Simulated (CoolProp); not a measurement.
A simple Rankine cycle with water: condensing at 317.15 K, boiler at 4.17 MPa, turbine inlet 530.9 K, turbine efficiency 0.7, pump efficiency 0.8, no recuperator. Each further row changes one setting.

Model: reference Helmholtz-energy equation of state, Wagner 2002, in CoolProp.

```csv
case,thermal efficiency (%),net work (kJ/kg),heat in (kJ/kg),turbine exit temperature (K),volume ratio over the turbine
as stated,23.8,626,2630,317.2,275
turbine inlet 550.9 K,24.0,646,2700,317.2,262
condensing temperature 309.15 K,24.7,657,2660,309.2,408
boiler pressure 2.92 MPa,22.8,615,2700,317.2,186
turbine efficiency 0.6,20.4,536,2630,317.2,287
```

The expansion ends wet for: as stated; turbine inlet 550.9 K; condensing temperature 309.15 K; boiler pressure 2.92 MPa; turbine efficiency 0.6.
